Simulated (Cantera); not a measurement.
An isothermal, constant-pressure homogeneous reactor starts with 0.789 % CH4, 0.572 % O2, 98.6 % N2, equivalence ratio 2.8, at 1425 K and 1.01 bar.

Model: GRI-Mech 3.0 (53 species, 325 reactions), integrated in Cantera.

Question: Predict: x(CH4) at 4.00 s; x(O2) at 4.00 s; x(NO) at 4.00 s; x(CH2CO) at 4.00 s; x(OH) at 4.00 s; x(H2O) at 4.00 s.

Answer: 
```json
{
 "x(CH4) at 4.00 s": "0.000966 (gas-phase equilibrium 6.07e-11)",
 "x(O2) at 4.00 s": "4.42e-9 (gas-phase equilibrium <1e-12)",
 "x(NO) at 4.00 s": "7.55e-9 (gas-phase equilibrium 2.95e-10)",
 "x(CH2CO) at 4.00 s": "1.43e-7 (gas-phase equilibrium <1e-12)",
 "x(OH) at 4.00 s": "1.03e-8 (gas-phase equilibrium 3.72e-9)",
 "x(H2O) at 4.00 s": "0.00603 (gas-phase equilibrium 0.00282)"
}
```
